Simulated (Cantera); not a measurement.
An isothermal, constant-pressure homogeneous reactor starts with C2H6 : N2 = 1 : 2 (molar parts), at 1350 K and 1.70 bar. Integrator tolerance rtol = 1e-08.

Computed with Cantera and GRI-Mech 3.0 (53 species, 325 reactions). GRI-Mech 3.0 stops at C3 and has no aromatics, soot or wall deposition, so with more carbon than oxygen in the feed, carbon stays in small species such as C2H2 where larger ones or solid carbon would form.

Task: What does this change do: pressure from 1.70 bar to 0.640 bar?

Result: 
```json
[
 {"quantity": "x(C2H6) at 300 s", "before": "0.000384 (gas-phase equilibrium 0.000327)", "after": "0.000138 (gas-phase equilibrium 0.000114)"},
 {"quantity": "x(H) at 300 s", "before": "7.46e-7 (gas-phase equilibrium 7.77e-7)", "after": "1.45e-6 (gas-phase equilibrium 1.49e-6)"},
 {"quantity": "x(CH4) at 300 s", "before": "0.190 (gas-phase equilibrium 0.182)", "after": "0.135 (gas-phase equilibrium 0.127)"},
 {"quantity": "x(C2H4) at 300 s", "before": "0.0447 (gas-phase equilibrium 0.0350)", "after": "0.0301 (gas-phase equilibrium 0.0235)"},
 {"quantity": "x(CH2) at 300 s", "before": "5.17e-11 (gas-phase equilibrium 4.58e-11)", "after": "6.92e-11 (gas-phase equilibrium 6.11e-11)"}
]
```
